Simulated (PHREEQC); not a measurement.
**Alkaline etch or developer**

Solution (20 °C): 19 mmol/kgw TMAH, 4.1 mmol/kgw Na2SiO3 and 46 mmol/kgw (CH3)4NCl. Closed to the air; pH follows from the charge balance.

All values are PHREEQC results (ion-association model, phreeqc.dat), not measurements.

```json
{
  "pH": "12.41",
  "ionic_strength": "0.0740 mol/kgw",
  "total_alkalinity": "27.2 meq/kg"
}
```

| species | molality | activity | log γ |
|---|---|---|---|
| (CH3)4N+ | 0.0650 | 0.0515 | -0.101 |
| Cl- | 0.0460 | 0.0363 | -0.103 |
| OH- | 0.0223 | 0.0175 | -0.105 |
| Na+ | 0.00820 | 0.00659 | -0.095 |
| H3SiO4- | 0.00332 | 0.00263 | -0.101 |
| H2SiO4-2 | 0.000772 | 0.000328 | -0.371 |
| H4SiO4 | 8.16e-6 | 8.30e-6 | 0.007 |

Precipitation was switched off in this run. (CH3)4N+ isn't in the database: it is added as a free cation with an ion size of 4 Å.
